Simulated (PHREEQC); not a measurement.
Dissolve 8.5 mmol/kgw NH3 and 0.23 mmol/kgw K2SO4 at 25 °C. It is in equilibrium with CO2 at log p = -1 (atm). Otherwise closed; pH follows from the charge balance.

The numbers come from PHREEQC with the ion-association model, phreeqc.dat.

This is a speciation only: nothing precipitates in the calculation.

Question: Estimate the pH, ionic strength, specific conductance.

Answer: pH 6.71; ionic strength 0.00914 mol/kgw; specific conductance 1000 µS/cm.

Question: In which forms is C present?

Answer: HCO3- 71 %, CO2 29 % of the C.
